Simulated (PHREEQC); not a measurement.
1.2 g of hydrous ferric oxide (600 m²/g; 0.2 weak and 0.005 strong sites per Fe, Dzombak-Morel constants, diffuse double layer) in 1 kg of water with 0.005 mol/kgw of an inert sodium salt and 1.6e-05 mol/kgw Na2HAsO4, at 25 °C; the pH is set by adding NaOH or the inert anion's acid. Oxygen alone is held at its pressure in air (log pO2 = -0.68). The system is closed to CO2. Precipitation was switched off in this run.

The series has 13 steps of pH, from 3 to 11.

Equilibrium calculation in PHREEQC: ion-association model, wateq4f.dat.

### Question
Near which pH is half of the As sorbed, and on which side is more sorbed?

### Answer
Near pH 10.6, with more sorbed at lower pH.

Complexes and solids missing from the database can't appear. The oxide is taken as insoluble; below pH 4 it would dissolve.
